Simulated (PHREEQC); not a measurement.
**Polishing slurry liquid (model solution)**

Consider water at 11 °C with 0.0013 mol/kgw K2CO3, 0.0025 mol/kgw KNO3 and 0.013 mol/kgw CuSO4. Closed to the air; pH follows from the charge balance.

Model: ion-association model, wateq4f.dat, run in PHREEQC.

This is a speciation only: nothing precipitates in the calculation.

**Question.** Estimate the pH.

**Answer.** pH 6.13.

**Question.** In which forms is Cu present?

**Answer.** Cu+2 58 %, CuSO4 26 %, Cu2(OH)2+2 9.0 %, CuHCO3+ 3.6 %, CuCO3 1.4 %, Cu(OH)2 1.1 % of the Cu.

The solution is supersaturated, for example in Malachite, Cu(OH)2, so a real one may precipitate; this is no full list. Species that the database lacks are ignored. Away from 25 °C the constants follow the database's enthalpies or fits; those with neither stay at their 25 °C values.
